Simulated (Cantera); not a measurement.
Feed: 1 mol FeS, 17 mol H2, 0.47 mol N2, held at 14.0 mbar.

Cantera equilibrium calculation (NASA polynomials, part measured and part estimated; ideal gas, pure solids and liquids). Candidate condensed phases: Fe, FeS, FeS2, S; 16 gas species. Metal and sulfide melt together well below either melting point, which pure phases cannot show. Mutual solubility and eutectic melting of coexisting phases are not modelled. FeS: taken at fixed stoichiometry. Gases not in the tables: S3 to S7. The numbers say what is thermodynamically allowed, not how fast it happens.

Task: Which condensed phases are stable at each of these points (T (K)): 700, 800, 900, 1000, 1100, 1200, 1300, 1400?

Result: 
| T (K) | condensed phases | Fe condensed (%) |
|---|---|---|
| 700 | Fe(α) + FeS(s) | 100.0 |
| 800 | Fe(α) + FeS(s) | 100.0 |
| 900 | Fe(α) + FeS(s) | 100.0 |
| 1000 | Fe(α) + FeS(s) | 100.0 |
| 1100 | Fe(α) + FeS(s) | 100.0 |
| 1200 | Fe(γ) + FeS(s) | 100.0 |
| 1300 | Fe(γ) + FeS(s) | 100.0 |
| 1400 | Fe(γ) + FeS(s) | 100.0 |

From 700 K to 1100 K the condensed part is Fe(α) + FeS(s). From 1200 K to 1400 K the condensed part is Fe(γ) + FeS(s).
